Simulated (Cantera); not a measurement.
An adiabatic, constant-pressure homogeneous reactor starts with CO : H2 : CH4 : O2 : N2 = 1 : 0.7 : 0.053 : 1.31 : 4.92 (molar parts), equivalence ratio 0.73, at 1200 K and 9.87 atm.

Detailed kinetics in Cantera: GRI-Mech 3.0 (53 species, 325 reactions).

**Question.** Predict: time of steepest temperature rise; temperature at 0.100 s; equilibrium temperature; x(CO) at 0.100 s; x(H2) at 0.100 s; x(OH) at 0.100 s; x(H2O) at 0.100 s.

**Answer.** 
| Property | Result |
|---|---|
| time of steepest temperature rise | 42.7 µs |
| temperature at 0.100 s | 2683 K |
| equilibrium temperature | 2683 K |
| x(CO) at 0.100 s | 0.0170 (gas-phase equilibrium 0.0170) |
| x(H2) at 0.100 s | 0.00206 (gas-phase equilibrium 0.00206) |
| x(OH) at 0.100 s | 0.00981 (gas-phase equilibrium 0.00981) |
| x(H2O) at 0.100 s | 0.104 (gas-phase equilibrium 0.104) |
